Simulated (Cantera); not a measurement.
A perfectly stirred reactor is fed with NO : N2 = 1 : 0.95 (molar parts), at 0.928 atm; it is held at 2200 K, and followed from long to short residence time.

Computed with Cantera and GRI-Mech 3.0 (53 species, 325 reactions).

x: mole fraction; the columns are a selection and need not sum to one.

```
τ (s)     x NO     x NO2     x N2O   x N2       x O      x O2
-------  -----  --------  --------  -----  --------  --------
0.36     0.136  0.000159   8.79e-6  0.675   0.00123     0.187
0.14     0.236  0.000238   2.60e-5  0.625   0.00107     0.137
0.059    0.345  0.000276   5.66e-5  0.571  0.000855    0.0831
0.024      [?]       [?]       [?]  0.527       [?]       [?]
0.0098   0.480       [?]  0.000115  0.503       [?]       [?]
0.0040   0.500  0.000168  0.000124  0.494  0.000385   0.00622
0.0016   0.508  0.000143  0.000124  0.490  0.000328   0.00225
0.00066  0.511  0.000120  0.000114  0.488  0.000275  0.000751
0.00027  0.512   8.58e-5   9.37e-5  0.487  0.000199  0.000190
```

Task: Complete the blanks.

Result: 
- 0.024, x NO: 0.433
- 0.024, x NO2: 0.000251
- 0.024, x N2O: 9.20e-5
- 0.024, x O: 0.000634
- 0.024, x O2: 0.0391
- 0.0098, x NO2: 0.000204
- 0.0098, x O: 0.000476
- 0.0098, x O2: 0.0160
